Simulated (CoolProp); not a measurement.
The numbers come from the reference Helmholtz-energy equation of state, Thol 2018 in CoolProp.

Question: For hydrogen chloride, give the phase and the Z, cp (kJ/(kg K)), speed of sound (m/s), Joule-Thomson coefficient (K/MPa) at 171.7 K and 119 bar; 193.8 K and 119 bar; 199.3 K and 119 bar.

Answer: 
- 171.7 K and 119 bar: liquid; Z 0.246, cp 1.64, speed of sound 1210, Joule-Thomson coefficient -0.339
- 193.8 K and 119 bar: liquid; Z 0.227, cp 1.63, speed of sound 1120, Joule-Thomson coefficient -0.317
- 199.3 K and 119 bar: liquid; Z 0.223, cp 1.64, speed of sound 1090, Joule-Thomson coefficient -0.309
